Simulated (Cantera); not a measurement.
An isothermal plug-flow reactor at 1323 K and 2180 Torr (inlet), inlet velocity 1.8 m/s, active area per volume 130 1/m; feed CH4 : O2 : N2 = 0.007 : 0.097 : 0.79 (molar parts).

Model: Deutschmann's 1995 Pt surface mechanism with GRI-Mech 3.0 gas chemistry, integrated in Cantera. Catalytic surfaces can have several steady states; this one follows from the mechanism file's or the stated starting coverage. Mass transfer to the wall is taken as infinitely fast.

Question: What does this change do: pressure from 2180 Torr to 750 Torr?

Answer: 
| quantity | before | after |
|---|---|---|
| x(CH4) at z = 0.027 m | 1.21e-5 | 0.000218 |
| x(O2) at z = 0.027 m | 0.0929 | 0.0936 |
| x(H2O) at z = 0.027 m | 0.0156 | 0.0150 |
| x(CO2) at z = 0.027 m | 0.00780 | 0.00739 |
| x(CO) at z = 0.027 m | 6.21e-7 | 4.42e-6 |
| θ(free Pt) at the exit | 0.474 | 0.553 |
| θ(O*) at the exit | 0.524 | 0.446 |
| θ(OH*) at the exit | 0.00200 | 0.00115 |

Question: What does this change do: inlet velocity 1.8 to 3.3 m/s?

Answer: 
```csv
quantity,before,after
x(CH4) at z = 0.027 m,1.21e-5,9.99e-5
x(O2) at z = 0.027 m,0.0929,0.0931
x(H2O) at z = 0.027 m,0.0156,0.0154
x(CO2) at z = 0.027 m,0.00780,0.00765
x(CO) at z = 0.027 m,6.21e-7,4.73e-6
θ(free Pt) at the exit,0.474,0.474
θ(O*) at the exit,0.524,0.524
θ(OH*) at the exit,0.00200,0.00199
```
